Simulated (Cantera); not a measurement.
Feed: 1 mol B₂O₃, a varied amount of F₂, equilibrated at 1125 K and 10.0 mbar.

Equilibrium computed with Cantera from the NASA thermochemical tables; the gas is ideal and each condensed phase is pure. Candidate condensed phases: B, B₂O₃; 21 gas species. The numbers say what is thermodynamically allowed, not how fast it happens.

Question: At 0.96 mol F₂, list the 5 most abundant gas species with their mole fractions, and the condensed phases.

Answer: BF₃ 0.503, O₂ 0.426, B₃O₃F₃ 0.0616, BOF 0.0101, BOF₂ 3.74e-5. Condensed: B₂O₃(l).
